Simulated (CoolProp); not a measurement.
Computed with CoolProp (reference Helmholtz-energy equation of state, Lemmon 2016).

Give the vapour pressure (kPa), liquid density (kg/m³), vapour density (kg/m³), enthalpy of vaporisation (kJ/kg) of saturated R365MFC at 372.6, 387.4 K.


```
T (K)  p (kPa)  liquid density (kg/m³)  vapour density (kg/m³)  enthalpy of vaporisation (kJ/kg)
-----  -------  ----------------------  ----------------------  --------------------------------
372.6      579                    1080                    32.8                               154
387.4      816                    1030                    46.7                               144
```
